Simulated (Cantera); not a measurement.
Cantera run:

```python
import numpy as np
import cantera as ct

gas_names = """
    H HO2 H2 H2O H2O2 Mg MgH MgO MgOH MgO2H2 Mg2 O OH O2 O3
""".split()
cond_names = """
    H2O(s) H2O(L) Mg(cr) Mg(L) MgO(s) MgO(L) MgO2H2(s)
""".split()


# ... load() reads the species with a 1 bar reference pressure and builds the phases ...
atoms = {
    'Mg(OH)2': {'Mg': 1, 'O': 2, 'H': 2},
    'H2': {'H': 2},
}
top_T = {}  # K; cautious upper limits of use, not melting points


# ... equilibrate(T, P, feed) seeds the gas with the atoms and calls Mixture.equilibrate('TP', solver="vcs", rtol=1e-11, max_steps=5000) ...
results = []
feed = {'Mg(OH)2': 1, 'H2': 0.015}  # mol
P = 18000  # Pa
for T in [648, 798, 948, 1098, 1248, 1398, 1548, 1698, 1848, 1998, 2148]:
    mix = equilibrate(T, P, feed)
    results.append((T, P, feed, dict(zip(mix.species_names, mix.species_moles))))

top = {s: max(r[3][s] / sum(r[3][g] for g in gas_names) for r in results) for s in gas_names}
cols = sorted((s for s in top if top[s] > 0.0001), key=lambda s: -top[s])[:7]
seen = [c for c in cond_names if any(r[3].get(c, 0) > 1e-12 for r in results)]
print("log10 of partial pressures in bar; condensed amounts in mol")
print(f"{'T/K':>10s}" + "".join(f"{s[:9]:>10s}" for s in cols + seen))
for T, P, feed, n in results:
    ng = sum(n[g] for g in gas_names)
    print(f"{T:10.4g}" + "".join(f"{np.log10(max(n[s] / ng * P / 1e5, 1e-99)):10.3f}" for s in cols)
          + "".join(f"{n.get(c, 0):10.4g}" for c in seen))
```

Output:

```
log10 of partial pressures in bar; condensed amounts in mol
       T/K       H2O        H2        OH        O2         H         O    MgO2H2    MgO(s)
       648    -0.751    -2.575   -18.859   -30.452   -16.204   -32.177   -19.879         1
       798    -0.751    -2.575   -14.543   -23.004   -12.862   -24.641   -15.775         1
       948    -0.751    -2.575   -11.583   -17.889   -10.568   -19.471   -12.970         1
      1098    -0.751    -2.575    -9.427   -14.155    -8.894   -15.702   -10.933         1
      1248    -0.751    -2.575    -7.785   -11.310    -7.618   -12.832    -9.387         1
      1398    -0.751    -2.575    -6.494    -9.069    -6.613   -10.572    -8.175         1
      1548    -0.751    -2.575    -5.452    -7.258    -5.799    -8.747    -7.200         1
      1698    -0.751    -2.573    -4.594    -5.768    -5.126    -7.243    -6.399         1
      1848    -0.752    -2.558    -3.882    -4.547    -4.554    -5.996    -5.731         1
      1998    -0.755    -2.480    -3.312    -3.643    -4.035    -5.003    -5.168         1
      2148    -0.763    -2.312    -2.877    -3.077    -3.536    -4.253    -4.690    0.9998
```

Cantera equilibrium calculation (NASA polynomials, part measured and part estimated; ideal gas, pure solids and liquids).
